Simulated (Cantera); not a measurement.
A freely propagating, adiabatic, planar premixed flame of CH₄ : C₂H₆ : C₃H₈ : O₂ : N₂ : H₂ = 1 : 0.36 : 0.063 : 3.89 : 14.6 : 0.022 (molar parts), equivalence ratio 0.92, unburnt at 448 K and 1.00 bar; mixture-averaged transport, grid criteria slope 0.08 and curve 0.16, no radiation.

Model: GRI-Mech 3.0 (53 species, 325 reactions), integrated in Cantera. Burning velocities carry a grid error of a few per cent, more on coarse grids.

x: mole fraction of selected species; z is measured from the peak of heat release.

```json
[
 {"z (mm)": "-1.09", "T (K)": "448", "u (m/s)": "0.751", "x CH₄": "0.0501", "x C₂H₆": "0.0180", "x C₃H₈": "0.00316", "x NO₂": "<1e-8", "x H₂": "0.00168", "x H₂O₂": "1.66e-8"},
 {"z (mm)": "-0.727", "T (K)": "449", "u (m/s)": "0.754", "x CH₄": "0.0500", "x C₂H₆": "0.0180", "x C₃H₈": "0.00316", "x NO₂": "<1e-8", "x H₂": "0.00288", "x H₂O₂": "2.21e-7"},
 {"z (mm)": "-0.546", "T (K)": "455", "u (m/s)": "0.765", "x CH₄": "0.0497", "x C₂H₆": "0.0180", "x C₃H₈": "0.00315", "x NO₂": "<1e-8", "x H₂": "0.00446", "x H₂O₂": "1.24e-6"},
 {"z (mm)": "-0.364", "T (K)": "504", "u (m/s)": "0.851", "x CH₄": "0.0480", "x C₂H₆": "0.0177", "x C₃H₈": "0.00312", "x NO₂": "7.09e-8", "x H₂": "0.00785", "x H₂O₂": "9.77e-6"},
 {"z (mm)": "-0.182", "T (K)": "877", "u (m/s)": "1.51", "x CH₄": "0.0361", "x C₂H₆": "0.0132", "x C₃H₈": "…", "x NO₂": "1.80e-7", "x H₂": "0.0137", "x H₂O₂": "3.47e-5"},
 {"z (mm)": "-0.0909", "T (K)": "1294", "u (m/s)": "2.26", "x CH₄": "0.0219", "x C₂H₆": "0.00587", "x C₃H₈": "…", "x NO₂": "4.84e-8", "x H₂": "0.0167", "x H₂O₂": "2.27e-5"},
 {"z (mm)": "0", "T (K)": "1687", "u (m/s)": "2.97", "x CH₄": "0.00600", "x C₂H₆": "0.000360", "x C₃H₈": "…", "x NO₂": "<1e-8", "x H₂": "0.0166", "x H₂O₂": "1.56e-6"},
 {"z (mm)": "0.0909", "T (K)": "1845", "u (m/s)": "3.25", "x CH₄": "0.000479", "x C₂H₆": "9.58e-7", "x C₃H₈": "…", "x NO₂": "<1e-8", "x H₂": "0.0123", "x H₂O₂": "4.25e-7"},
 {"z (mm)": "0.182", "T (K)": "1894", "u (m/s)": "3.32", "x CH₄": "1.95e-5", "x C₂H₆": "<1e-8", "x C₃H₈": "<1e-8", "x NO₂": "<1e-8", "x H₂": "0.0101", "x H₂O₂": "3.54e-7"},
 {"z (mm)": "0.364", "T (K)": "1953", "u (m/s)": "3.40", "x CH₄": "4.70e-8", "x C₂H₆": "<1e-8", "x C₃H₈": "<1e-8", "x NO₂": "<1e-8", "x H₂": "0.00944", "x H₂O₂": "2.91e-7"},
 {"z (mm)": "0.727", "T (K)": "2027", "u (m/s)": "3.51", "x CH₄": "<1e-8", "x C₂H₆": "<1e-8", "x C₃H₈": "<1e-8", "x NO₂": "<1e-8", "x H₂": "0.00843", "x H₂O₂": "2.17e-7"},
 {"z (mm)": "1.45", "T (K)": "2107", "u (m/s)": "3.63", "x CH₄": "<1e-8", "x C₂H₆": "<1e-8", "x C₃H₈": "<1e-8", "x NO₂": "<1e-8", "x H₂": "0.00658", "x H₂O₂": "1.56e-7"},
 {"z (mm)": "2.91", "T (K)": "2178", "u (m/s)": "3.74", "x CH₄": "<1e-8", "x C₂H₆": "<1e-8", "x C₃H₈": "<1e-8", "x NO₂": "1.33e-8", "x H₂": "0.00464", "x H₂O₂": "1.15e-7"}
]
```

Q: Fill in the missing entries.

A: 
- -0.182, x C₃H₈: 0.00243
- -0.0909, x C₃H₈: 0.000960
- 0, x C₃H₈: 2.71e-5
- 0.0909, x C₃H₈: 1.31e-8
